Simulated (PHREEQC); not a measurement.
Dissolve 0.13 mol KHSO4, 5.4e-05 mol NaHF2, 0.001 mol FeCl2 and 0.067 mol CuCl2 per kg of water at 20 °C. It is in equilibrium with CO2 at log p = -2 (atm). Otherwise closed; pH follows from the charge balance.

Computed with PHREEQC (ion-association model, phreeqc.dat).

```json
[
 {"quantity": "pH", "before": "1.27", "after": "1.26"},
 {"quantity": "ionic strength (mol/kgw)", "before": "0.367", "after": "0.445"},
 {"quantity": "K+ (mol/kgw)", "before": "0.123", "after": "0.194"},
 {"quantity": "HSO4- (mol/kgw)", "before": "0.0611", "after": "0.0590"},
 {"quantity": "Cu+2 (mol/kgw)", "before": "0.0430", "after": "0.0435"},
 {"quantity": "SO4-2 (mol/kgw)", "before": "0.0409", "after": "0.0417"},
 {"quantity": "SI of Sylvite (KCl)", "before": "-3.01", "after": "-2.64"},
 {"quantity": "SI of Melanterite (FeSO4:7H2O)", "before": "-3.55", "after": "-3.59"}
]
```

### Question
Name the change that produced these shifts.
A. 0.075 mol/kgw KCl added
B. 0.013 mol/kgw NaCl added
C. diluted 5-fold with water
D. temperature from 20 to 15 °C

### Answer
A, 0.075 mol/kgw KCl added

No solid was allowed to form. Fluoro complexes past AlF4- and FeF3 are missing from the database.
